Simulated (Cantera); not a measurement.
An isothermal, constant-pressure homogeneous reactor starts with H2 : O2 = 0.037 : 1 (molar parts), equivalence ratio 0.018, at 1323 K and 10.00 Torr. Integrator tolerance rtol = 1e-08.

Computed with Cantera and GRI-Mech 3.0 (53 species, 325 reactions). Radical loss at walls, strong at low pressure, is not modelled. The temperature is held fixed by assumption; the heat of reaction is taken as removed at once.

**Question.** What does this change do: pressure from 10.00 Torr to 1.13 Torr?

**Answer.** 
```tsv
quantity	before	after
x(H2) at 1.00 s	8.28e-6 (gas-phase equilibrium 4.18e-8)	0.000404 (gas-phase equilibrium 1.25e-7)
x(O2) at 1.00 s	0.963 (gas-phase equilibrium 0.964)	0.937 (gas-phase equilibrium 0.964)
x(H2O) at 1.00 s	0.0361 (gas-phase equilibrium 0.0363)	0.0322 (gas-phase equilibrium 0.0363)
x(H) at 1.00 s	7.82e-6 (gas-phase equilibrium 2.83e-9)	0.00298 (gas-phase equilibrium 1.46e-8)
x(H2O2) at 1.00 s	1.12e-8 (gas-phase equilibrium 2.68e-10)	5.64e-9 (gas-phase equilibrium 9.00e-11)
x(OH) at 1.00 s	0.000497 (gas-phase equilibrium 3.55e-5)	0.00344 (gas-phase equilibrium 6.13e-5)
x(O) at 1.00 s	0.000450 (gas-phase equilibrium 2.28e-6)	0.0241 (gas-phase equilibrium 6.79e-6)
```
